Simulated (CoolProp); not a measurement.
Vapour pressure (MPa) of methanol: the reference equation beside estimates from Tc = 513.4 K, pc = 8.216 MPa, ω = 0.565. Clausius-Clapeyron is anchored at 389 K with a constant enthalpy of vaporisation of 31.36 kJ/mol.

Computed with CoolProp (reference Helmholtz-energy equation of state, de Reuck 1993).

```csv
T (K),reference,Lee-Kesler,Clausius-Clapeyron,van der Waals,Redlich-Kwong,Peng-Robinson
341.1,0.1160,0.1119,0.1460,1.255,0.4552,0.1152
350.7,0.1659,0.1629,0.1976,1.452,0.5826,0.1665
360.3,0.2323,0.2313,0.2632,1.669,0.7343,0.2350
369.8,0.3180,0.3199,0.3443,1.903,0.9105,0.3236
379.4,0.4291,0.4348,0.4457,2.160,1.117,0.4383
389,0.5696,0.5800,0.5696,2.438,1.355,0.5833
398.6,0.7449,0.7605,0.7194,2.739,1.627,0.7637
408.2,0.9609,0.9816,0.8987,3.062,1.934,0.9854
417.7,1.221,1.246,1.109,3.404,2.276,1.251
427.3,1.537,1.566,1.358,3.773,2.661,1.574
436.9,1.915,1.945,1.649,4.167,3.087,1.957
446.5,2.362,2.392,1.985,4.585,3.558,2.409
456.1,2.885,2.913,2.371,5.029,4.075,2.938
465.6,3.486,3.512,2.807,5.492,4.634,3.545
```

Absolute difference from the reference over all 14 rows, mean and median: Lee-Kesler 1.6 and 1.7 %, Clausius-Clapeyron 12.0 and 12.5 %, van der Waals 340.0 and 243.2 %, Redlich-Kwong 129.2 and 109.8 %, Peng-Robinson 1.9 and 2.1 %.
